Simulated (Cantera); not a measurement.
A diamond (100) surface in a fixed gas of H2 with x(CH4) = 0.015, x(H) = 0.0057, x(CH3) = 3.7e-05, 0.0444 atm; coverages are run to steady state.

Model: the Harris–Goodwin 1993 mechanism for the reconstructed diamond (100) surface, integrated in Cantera.

θ: site fractions in the mechanism's names (c6HH fully hydrogenated, c6H* and c6*H radical sites, c6** diradical, c6HM methylated).

```json
[
 {"T (K)": "925", "growth (µm/h)": "0.598", "θ c6HH": "0.664", "θ c6H*": "0.0122", "θ c6*H": "0.313", "θ c6**": "0.00541", "θ c6HM": "[?]"},
 {"T (K)": "975", "growth (µm/h)": "0.765", "θ c6HH": "0.617", "θ c6H*": "0.0161", "θ c6*H": "0.354", "θ c6**": "0.00805", "θ c6HM": "[?]"},
 {"T (K)": "1025", "growth (µm/h)": "0.919", "θ c6HH": "0.573", "θ c6H*": "0.0205", "θ c6*H": "0.391", "θ c6**": "0.0114", "θ c6HM": "[?]"},
 {"T (K)": "1075", "growth (µm/h)": "0.994", "θ c6HH": "0.531", "θ c6H*": "0.0253", "θ c6*H": "0.425", "θ c6**": "0.0156", "θ c6HM": "[?]"},
 {"T (K)": "1125", "growth (µm/h)": "0.911", "θ c6HH": "0.493", "θ c6H*": "0.0304", "θ c6*H": "0.454", "θ c6**": "0.0206", "θ c6HM": "[?]"},
 {"T (K)": "1175", "growth (µm/h)": "0.697", "θ c6HH": "0.458", "θ c6H*": "0.0357", "θ c6*H": "0.479", "θ c6**": "0.0263", "θ c6HM": "[?]"},
 {"T (K)": "1225", "growth (µm/h)": "0.493", "θ c6HH": "0.426", "θ c6H*": "0.0410", "θ c6*H": "0.500", "θ c6**": "0.0327", "θ c6HM": "[?]"},
 {"T (K)": "1275", "growth (µm/h)": "0.380", "θ c6HH": "0.398", "θ c6H*": "0.0464", "θ c6*H": "0.516", "θ c6**": "0.0396", "θ c6HM": "[?]"},
 {"T (K)": "1325", "growth (µm/h)": "0.344", "θ c6HH": "0.372", "θ c6H*": "0.0516", "θ c6*H": "0.529", "θ c6**": "0.0469", "θ c6HM": "[?]"},
 {"T (K)": "1375", "growth (µm/h)": "0.337", "θ c6HH": "0.350", "θ c6H*": "0.0568", "θ c6*H": "0.539", "θ c6**": "0.0545", "θ c6HM": "[?]"}
]
```

Q: Fill in the missing entries.

A: 
- 925, θ c6HM: 0.00484
- 975, θ c6HM: 0.00384
- 1025, θ c6HM: 0.00297
- 1075, θ c6HM: 0.00215
- 1125, θ c6HM: 0.00134
- 1175, θ c6HM: 0.000689
- 1225, θ c6HM: 0.000301
- 1275, θ c6HM: 0.000122
- 1325, θ c6HM: 4.81e-5
- 1375, θ c6HM: 1.90e-5
